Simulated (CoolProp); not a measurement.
Values from CoolProp's reference Helmholtz-energy equation of state, Platzer 1990. This equation is an older, rougher fit.

### Question
For c-C4F8 (RC318), give the phase and the density (kg/m³), cv (kJ/(kg K)), viscosity (µPa s), conductivity (mW/(m K)) at 91.05 °C and 13.9 bar.

### Answer
- 91.05 °C and 13.9 bar: gas; density 125, cv 0.879, viscosity 15.5, conductivity 19.1

Viscosity comes from a separate model (Huber 2003), an estimate that may be off by 10 % or more. Thermal conductivity comes from a separate model (Huber 2003), an estimate that may be off by 10 % or more.
